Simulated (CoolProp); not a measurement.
Vapour-liquid equilibrium of n-hexane (1) + ethylbenzene (2) at 39.35 °C; x and y are mole fractions of (1).

Values from CoolProp's multi-fluid Helmholtz-energy mixture model, Thol 2019 and Zhou 2012; pair parameters Bell 2016.

| x | bubble pressure, mixture model (kPa) | bubble pressure, Raoult's law (kPa) | y, mixture model | y, Raoult's law |
|---|---|---|---|---|
| 0.05 | 5.304 | 4.459 | 0.500 | 0.408 |
| 0.15 | 9.768 | 7.815 | 0.754 | 0.698 |
| 0.25 | 13.62 | 11.17 | 0.841 | 0.813 |
| 0.35 | 17.04 | 14.53 | 0.886 | 0.876 |
| 0.45 | 20.16 | 17.88 | 0.915 | 0.914 |
| 0.55 | 23.09 | 21.24 | 0.937 | 0.941 |
| 0.65 | 25.93 | 24.60 | 0.954 | 0.960 |
| 0.75 | 28.77 | 27.95 | 0.968 | 0.975 |
| 0.85 | 31.68 | 31.31 | 0.981 | 0.987 |
| 0.95 | 34.74 | 34.66 | 0.994 | 0.996 |

The largest gap from Raoult's law is +25.0 % in bubble pressure, at x = 0.15. No azeotrope shows between x = 0.05 and 0.95.

Pair parameters are fitted to limited data, so mixtures are less certain than the pure fluids.
